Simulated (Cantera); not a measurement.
What does this Cantera script print?

```python
import numpy as np
import cantera as ct

gas_names = """
    CL CLO CL2 H HCL HOCL HO2 H2 H2O H2O2 Mg MgCL MgCL2 MgH MgO MgOH MgO2H2 Mg2 O OH O2 O3
""".split()
cond_names = """
    H2O(s) H2O(L) Mg(cr) Mg(L) MgCL2(s) MgCL2(L) MgO(s) MgO(L) MgO2H2(s)
""".split()


# ... load() reads the species with a 1 bar reference pressure and builds the phases ...
atoms = {
    'MgO': {'Mg': 1, 'O': 1},
    'Cl2': {'CL': 2},
    'H2': {'H': 2},
}
top_T = {}  # K; cautious upper limits of use, not melting points


# ... equilibrate(T, P, feed) seeds the gas with the atoms and calls Mixture.equilibrate('TP', solver="vcs", rtol=1e-11, max_steps=5000) ...
results = []
feed = {'MgO': 1, 'Cl2': 0.58, 'H2': 12}  # mol
P = 190  # Pa
for T in [875, 975, 1075, 1175, 1275, 1375, 1475, 1575, 1675, 1775, 1875]:
    mix = equilibrate(T, P, feed)
    results.append((T, P, feed, dict(zip(mix.species_names, mix.species_moles))))
    x = sorted(zip(gas.X, gas.species_names), reverse=True)
    print(f"T = {T:g} K  P = {P:g} Pa  gas = {mix.phase_moles(0):.4g} mol")
    print("   x: " + "  ".join(f"{s} {v:.3e}" for v, s in x if v > 0.001))
    print("   condensed (mol): " + ("  ".join(f"{mix.phase(i).name} {mix.phase_moles(i):.4g}"
          for i in range(1, mix.n_phases) if mix.phase_moles(i) > 1e-12) or "none"))
```

It prints:

```
T = 875 K  P = 190 Pa  gas = 12.58 mol
   x: H2 9.078e-01  HCL 9.198e-02
   condensed (mol): MgO(s) 0.9986
T = 975 K  P = 190 Pa  gas = 12.58 mol
   x: H2 9.078e-01  HCL 9.158e-02
   condensed (mol): MgO(s) 0.996
T = 1075 K  P = 190 Pa  gas = 12.58 mol
   x: H2 9.078e-01  HCL 9.077e-02
   condensed (mol): MgO(s) 0.991
T = 1175 K  P = 190 Pa  gas = 12.58 mol
   x: H2 9.078e-01  HCL 8.940e-02  H2O 1.402e-03  MgCL2 1.402e-03
   condensed (mol): MgO(s) 0.9824
T = 1275 K  P = 190 Pa  gas = 12.58 mol
   x: H2 9.078e-01  HCL 8.736e-02  H2O 2.426e-03  MgCL2 2.426e-03
   condensed (mol): MgO(s) 0.9695
T = 1375 K  P = 190 Pa  gas = 12.58 mol
   x: H2 9.077e-01  HCL 8.458e-02  H2O 3.815e-03  MgCL2 3.810e-03
   condensed (mol): MgO(s) 0.952
T = 1475 K  P = 190 Pa  gas = 12.58 mol
   x: H2 9.074e-01  HCL 8.114e-02  H2O 5.564e-03  MgCL2 5.513e-03
   condensed (mol): MgO(s) 0.93
T = 1575 K  P = 190 Pa  gas = 12.59 mol
   x: H2 9.062e-01  HCL 7.733e-02  H2O 7.772e-03  MgCL2 7.350e-03
   condensed (mol): MgO(s) 0.9021
T = 1675 K  P = 190 Pa  gas = 12.63 mol
   x: H2 9.007e-01  HCL 7.412e-02  H2O 1.126e-02  MgCL2 8.725e-03  H 2.528e-03  Mg 2.411e-03
   condensed (mol): MgO(s) 0.8578
T = 1775 K  P = 190 Pa  gas = 12.75 mol
   x: H2 8.828e-01  HCL 7.283e-02  H2O 1.887e-02  Mg 9.832e-03  MgCL2 8.714e-03  H 6.239e-03
   condensed (mol): MgO(s) 0.7591
T = 1875 K  P = 190 Pa  gas = 13.04 mol
   x: H2 8.409e-01  HCL 7.254e-02  H2O 3.584e-02  Mg 2.779e-02  H 1.379e-02  MgCL2 7.413e-03
   condensed (mol): MgO(s) 0.5313
```

These are equilibrium values from Cantera (NASA tables, ideal gas, pure condensed phases), not measurements of a reactor. The tables' values for MgH are old estimates; treat these amounts as uncertain. Condensed phases not in the tables: MgOHCl.
